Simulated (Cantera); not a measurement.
Feed: 1 mol SiHCl3, 0.022 mol HCl, a varied amount of H2, at 800 °C and 0.133 bar.

Cantera equilibrium calculation (NASA polynomials, part measured and part estimated; ideal gas, pure solids and liquids). Candidate condensed phases: Si; 19 gas species. Kinetics and transport are ignored.

Question: What share of the Si ends up in condensed phases as a function of n(H2) (mol), at 120, 190, 260, 330, 400, 460, 530, 600, 670?

Answer: 
| n(H2) (mol) | Si condensed (%) | as |
|---|---|---|
| 120 | 54.4 | Si(s) |
| 190 | 65.3 | Si(s) |
| 260 | 73.1 | Si(s) |
| 330 | 78.7 | Si(s) |
| 400 | 82.8 | Si(s) |
| 460 | 85.4 | Si(s) |
| 530 | 87.8 | Si(s) |
| 600 | 89.7 | Si(s) |
| 670 | 91.1 | Si(s) |
